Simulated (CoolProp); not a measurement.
The numbers come from the reference Helmholtz-energy equation of state, Lemmon 2006 in CoolProp. It is a short technical equation, of lower accuracy than the large ones.

Question: For neopentane, give the phase and the isothermal compressibility (1/MPa), expansivity (1/kK) at 353.5 K and 3500 kPa.

Answer: 
- 353.5 K and 3500 kPa: liquid; isothermal compressibility 0.00644, expansivity 2.54
